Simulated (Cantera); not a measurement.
A closed system holds: 1 mol Si₃N₄, 0.05 mol O₂, 220 mol N₂, held at 10.0 mbar.

Equilibrium computed with Cantera from the NASA thermochemical tables; the gas is ideal and each condensed phase is pure. Candidate condensed phases: Si, SiO₂, Si₂N₂O, Si₃N₄; 16 gas species. Mutual solubility and eutectic melting of coexisting phases are not modelled. Kinetics and transport are ignored.

Task: Which condensed phases are stable at each of these points (T (°C)): 850, 900, 950, 1000, 1050, 1100, 1150, 1200, 1250, 1300, 1350, 1400, 1450, 1500?

Result: 
```
T (°C)      condensed phases  Si condensed (%)
------  --------------------  ----------------
850     Si₂N₂O(s) + Si₃N₄(s)             100.0
900     Si₂N₂O(s) + Si₃N₄(s)             100.0
950     Si₂N₂O(s) + Si₃N₄(s)             100.0
1000    Si₂N₂O(s) + Si₃N₄(s)             100.0
1050    Si₂N₂O(s) + Si₃N₄(s)             100.0
1100    Si₂N₂O(s) + Si₃N₄(s)             100.0
1150    Si₂N₂O(s) + Si₃N₄(s)             100.0
1200    Si₂N₂O(s) + Si₃N₄(s)             100.0
1250    Si₂N₂O(s) + Si₃N₄(s)              99.8
1300    Si₂N₂O(s) + Si₃N₄(s)              99.1
1350                Si₃N₄(s)              96.7
1400                Si₃N₄(s)              96.6
1450                Si₃N₄(s)              96.4
1500                Si₃N₄(s)              95.4
```

From 850 °C to 1300 °C the condensed part is Si₂N₂O(s) + Si₃N₄(s). From 1350 °C to 1500 °C the condensed part is Si₃N₄(s).
